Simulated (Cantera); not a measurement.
## Equilibrium for carbon deposition, reforming and gasification: C₃H₈ + H₂

A closed system holds: 1 mol C₃H₈, 41 mol H₂, held at 1 atm.

Equilibrium computed with Cantera from the NASA thermochemical tables; the gas is ideal and each condensed phase is pure. Candidate condensed phases: C, C₆H₆, C₇H₈, C₈H₁₈; 76 gas species. Kinetics and transport are ignored.

From 1950 K to 2225 K the condensed part is C(graphite). The main C-bearing gas is C₂H₂ (acetylene) throughout. The share of C in condensed phases is highest at 1950 K (97.6 %) and lowest at 2225 K (90.8 %).

| T (K) | x H₂ | x H | x C₂H₂ (acetylene) | x CH₄ | x CH₃ | x C₂H₄ | n C(graphite) |
|---|---|---|---|---|---|---|---|
| 1950 | 0.998 | 0.00114 | 0.000545 | 0.000491 | 1.11e-5 | 4.95e-6 | 2.93 |
| 1975 | 0.998 | 0.00136 | 0.000648 | 0.000458 | 1.24e-5 | 5.08e-6 | 2.92 |
| 2000 | 0.997 | 0.00161 | 0.000766 | 0.000428 | 1.37e-5 | 5.21e-6 | 2.91 |
| 2025 | 0.997 | 0.00191 | 0.000902 | 0.000400 | 1.51e-5 | 5.35e-6 | 2.90 |
| 2050 | 0.996 | 0.00225 | 0.00106 | 0.000375 | 1.66e-5 | 5.48e-6 | 2.89 |
| 2075 | 0.996 | 0.00264 | 0.00124 | 0.000352 | 1.83e-5 | 5.61e-6 | 2.87 |
| 2100 | 0.995 | 0.00309 | 0.00144 | 0.000331 | 2.00e-5 | 5.73e-6 | 2.85 |
| 2125 | 0.994 | 0.00360 | 0.00167 | 0.000312 | 2.19e-5 | 5.86e-6 | 2.83 |
| 2150 | 0.994 | 0.00418 | 0.00192 | 0.000294 | 2.39e-5 | 5.99e-6 | 2.81 |
| 2175 | 0.993 | 0.00483 | 0.00222 | 0.000277 | 2.60e-5 | 6.11e-6 | 2.79 |
| 2200 | 0.992 | 0.00557 | 0.00254 | 0.000262 | 2.82e-5 | 6.23e-6 | 2.76 |
| 2225 | 0.990 | 0.00640 | 0.00291 | 0.000248 | 3.05e-5 | 6.35e-6 | 2.72 |
x: gas mole fraction; n: condensed amount in mol.
